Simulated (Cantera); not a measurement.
Charge: 1 mol SiH₂Cl₂, 0.047 mol Cl₂, 52 mol H₂, equilibrated at 1.00 bar.

Cantera equilibrium calculation (NASA polynomials, part measured and part estimated; ideal gas, pure solids and liquids). Candidate condensed phases: Si; 19 gas species. The tables' values for SiCl₃ are old estimates; treat these amounts as uncertain. The numbers say what is thermodynamically allowed, not how fast it happens. All values below are at 1273 K.

Base state: H₂ 0.971, HCl 0.0236, SiHCl₃ 0.00183, SiCl₂ 0.00149, SiCl₄ 0.00111, SiCl₃ 0.000502, SiH₂Cl₂ 0.000415, SiH₃Cl 2.64e-5 (mole fractions); condensed: Si(s).

What changes in the equilibrium state with this change: SiH₂Cl₂ replaced by Si₂Cl₆?


```json
[
 {"species": "H₂", "before": "0.971", "after": "0.938"},
 {"species": "HCl", "before": "0.0236", "after": "0.0383"},
 {"species": "SiCl₄", "before": "0.00111", "after": "0.00827"},
 {"species": "SiCl₃", "before": "0.000502", "after": "0.00226"},
 {"species": "SiHCl₃", "before": "0.00183", "after": "0.00808"},
 {"species": "Si(s), mol", "before": "0.711", "after": "0.714"}
]
```
The feed counts by its element totals alone.
